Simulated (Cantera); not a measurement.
An adiabatic, constant-volume homogeneous reactor starts with C3H8 : O2 : N2 = 1 : 8.62 : 22.4 (molar parts), at 1823 K and 760 Torr. Integrator tolerance rtol = 1e-08.

Computed with Cantera and GRI-Mech 3.0 (53 species, 325 reactions). GRI-Mech 3.0 was tuned for natural gas; its chemistry of propane as a main component is partial and can be far from experiment.

**Question.** What does this change do: 1.3 parts H2 added?

**Answer.** 
| quantity | before | after |
|---|---|---|
| time of steepest temperature rise | 8.92 µs | 7.75 µs |
| temperature at 8.00 s | 2929 K | 2981 K |
| equilibrium temperature | 2929 K | 2981 K |
| x(C3H8) at 8.00 s | <1e-12 (gas-phase equilibrium <1e-12) | <1e-12 (gas-phase equilibrium <1e-12) |
| x(O2) at 8.00 s | 0.0960 (gas-phase equilibrium 0.0960) | 0.0788 (gas-phase equilibrium 0.0788) |
| x(CH3) at 8.00 s | <1e-12 (gas-phase equilibrium <1e-12) | <1e-12 (gas-phase equilibrium <1e-12) |
| x(CO2) at 8.00 s | 0.0535 (gas-phase equilibrium 0.0535) | 0.0459 (gas-phase equilibrium 0.0459) |
| x(H2) at 8.00 s | 0.00761 (gas-phase equilibrium 0.00761) | 0.0126 (gas-phase equilibrium 0.0126) |
| x(CH2) at 8.00 s | <1e-12 (gas-phase equilibrium <1e-12) | <1e-12 (gas-phase equilibrium <1e-12) |
